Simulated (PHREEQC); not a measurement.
A made-up water analysis in mmol/kgw, 25 °C, pH 6.78, pe 10.5: Na 152; K 8.58; Ca 3.82; Mg 11.2; Cl 179; S(6) 0.682; Alkalinity (meq/kgw) 0.631; Br 0.0825; Cu(2) 0.0355; Zn 0.835; B 0.0433.

Valence states are taken as typed.

Computed with PHREEQC (ion-association model, wateq4f.dat).

Question: The ionic strength comes out as 0.202 mol/kgw. What activity coefficients do MgHCO3+, SO4-2, ZnHCO3+, HCO3-, Cl- get?

Answer: MgHCO3+ 0.72, SO4-2 0.29, ZnHCO3+ 0.75, HCO3- 0.74, Cl- 0.71.

No solid was allowed to form. Saturation is exceeded, for instance for Atacamite, Malachite; the values hold only as long as no solid forms. The database's constant for dissolved Cu(OH)2 is higher than later reviews accept.
